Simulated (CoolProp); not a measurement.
Vapour-liquid equilibrium of ethylene (1) + n-butane (2) at 261.4 K; x and y are mole fractions of (1).

The numbers come from the multi-fluid Helmholtz-energy mixture model, Smukala 2000 and Bücker 2006; pair parameters Bell 2016 in CoolProp.

```csv
x,bubble pressure (bar),y at the bubble point,dew pressure at overall composition x (bar),liquid density (mol/L)
0.05,2.217,0.707,0.6813,10.76
0.15,4.796,0.865,0.7622,11.19
0.25,7.041,0.910,0.8646,11.64
0.35,9.265,0.935,0.9984,12.11
0.45,11.66,0.951,1.181,12.61
0.55,14.33,0.963,1.444,13.10
0.65,17.35,0.973,1.858,13.59
0.75,20.73,0.982,2.601,14.02
0.85,24.46,0.989,4.313,14.31
0.95,28.64,0.996,11.49,14.24
```

No azeotrope shows between x = 0.05 and 0.95.

Pair parameters are fitted to limited data, so mixtures are less certain than the pure fluids. The gap from Raoult's law changes sign with composition, which may be real or a fault of the pair parameters; it wasn't checked against measurements.
